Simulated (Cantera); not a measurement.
# Low-pressure radical oxidation in H2/O2

A perfectly stirred reactor is fed with 12.3 % H2, 87.7 % O2, at 0.0133 bar; it is held at 1350 K, and followed from long to short residence time.

Model: the H2/O2 subset of GRI-Mech 3.0, which has no nitrogen chemistry, integrated in Cantera. Radical loss at walls, strong at low pressure, is not modelled. The temperature is held fixed by assumption; the heat of reaction is taken as removed at once.

```tsv
τ (s)	x H2	x O2	x O	x HO2	x H2O	x H	x H2O2
2.6	0.000234	0.865	0.00268	1.47e-6	0.129	0.000227	6.72e-8
1.0	0.000431	0.863	0.00500	2.11e-6	0.128	0.000579	8.84e-8
0.41	0.000749	0.858	0.00881	2.78e-6	0.126	0.00136	1.10e-7
0.16	0.00131	0.851	0.0156	3.48e-6	0.123	0.00320	1.33e-7
0.065	0.00213	0.839	0.0254	4.02e-6	0.119	0.00671	1.50e-7
0.026	0.00325	0.824	0.0382	4.36e-6	0.113	0.0125	1.60e-7
0.010	0.00472	0.810	0.0505	4.49e-6	0.105	0.0194	1.65e-7
0.0041	0.00671	0.801	0.0567	4.52e-6	0.0992	0.0246	1.73e-7
0.0016	0.0108	0.800	0.0564	4.51e-6	0.0921	0.0281	1.93e-7
0.00065	0.0192	0.805	0.0500	4.42e-6	0.0822	0.0292	2.22e-7
```
x: mole fraction; the columns are a selection and need not sum to one.
